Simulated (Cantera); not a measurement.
Charge: 1 mol Cu2O, 2.8 mol CO, equilibrated at 1125 K and 0.133 bar.

Method: chemical equilibrium by Gibbs-energy minimisation in Cantera with the NASA 1993 tables (ideal gas, pure condensed phases). Candidate condensed phases: C, Cu, CuO, Cu2O; 15 gas species. Kinetics and transport are ignored.

Base state: CO 0.643, CO2 0.357 (mole fractions); condensed: Cu(s).

Problem. What changes in the equilibrium state with this change: temperature from 1125 K to 1923.15 K?

Solution. 
| species | before | after |
|---|---|---|
| CO | 0.643 | 0.633 |
| CO2 | 0.357 | 0.352 |
| Cu | 1.00e-8 | 0.0153 |
| Cu2 | <1e-9 | 4.82e-5 |
| Cu(s), mol | 2.00 | 0 |
| Cu(l), mol | 0 | 1.96 |

Problem. What changes in the equilibrium state with this change: Cu2O replaced by MgO?

Solution. 
| species | before | after |
|---|---|---|
| CO | 0.643 | 0.992 |
| CO2 | 0.357 | 0.00768 |
| Cu(s), mol | 2.00 | 0 |
| C(graphite), mol | 0 | 0.0213 |
| MgO(s), mol | 0 | 1.00 |
Further candidate phases: Mg, MgCO3, MgO.
